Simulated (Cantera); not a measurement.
A freely propagating, adiabatic, planar premixed flame of H2 : O2 : N2 = 1 : 0.312 : 1.17 (molar parts), equivalence ratio 1.6, unburnt at 700 K and 1200 Torr; mixture-averaged transport, grid criteria slope 0.08 and curve 0.16, no radiation.

Detailed kinetics in Cantera: the H2/O2 subset of GRI-Mech 3.0, which has no nitrogen chemistry. Burning velocities carry a grid error of a few per cent, more on coarse grids.

Problem. Predict: laminar burning velocity; thermal thickness; peak x(H2O2); peak x(OH); peak x(HO2); peak x(H).

Solution. 
* **laminar burning velocity**: 1230 cm/s
* **thermal thickness**: 0.264 mm
* **peak x(H2O2)**: 8.12e-6
* **peak x(OH)**: 0.0114
* **peak x(HO2)**: 0.000307
* **peak x(H)**: 0.0917
